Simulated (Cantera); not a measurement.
A perfectly stirred reactor is fed with 9.09 % CH4, 0.500 % H2, 19.0 % O2, 71.4 % N2, equivalence ratio 0.97, at 0.326 atm; it is adiabatic with a 575 K inlet, and is followed from long to short residence time, starting on the burning branch (τ in s: 0.17, 0.086, 0.042, 0.021, 0.01, 0.0052, 0.0026, 0.0013, 0.00063, 0.00031, 0.00015, 7.7e-05, 3.8e-05).

Cantera simulation using GRI-Mech 3.0 (53 species, 325 reactions); the numbers are that mechanism's predictions, not measurements.

Predict: blow-out, bracketed by the residence times tried; x(CH4) at τ = 0.170 s; x(H2) at τ = 0.170 s; x(O2) at τ = 0.170 s; x(CH2O) at τ = 0.170 s; x(CH4) at τ = 2.60 ms; x(H2) at τ = 2.60 ms; x(O2) at τ = 2.60 ms; x(CH2O) at τ = 2.60 ms.


```
Quantity                                                                        Value
------------------------------------------------  -----------------------------------
blow-out, bracketed by the residence times tried  burning at 0.150 ms, out at 77.0 µs
x(CH4) at τ = 0.170 s                                                         2.52e-6
x(H2) at τ = 0.170 s                                                          0.00660
x(O2) at τ = 0.170 s                                                           0.0138
x(CH2O) at τ = 0.170 s                                                        4.44e-7
x(CH4) at τ = 2.60 ms                                                         7.11e-5
x(H2) at τ = 2.60 ms                                                           0.0148
x(O2) at τ = 2.60 ms                                                           0.0244
x(CH2O) at τ = 2.60 ms                                                        9.58e-6
```
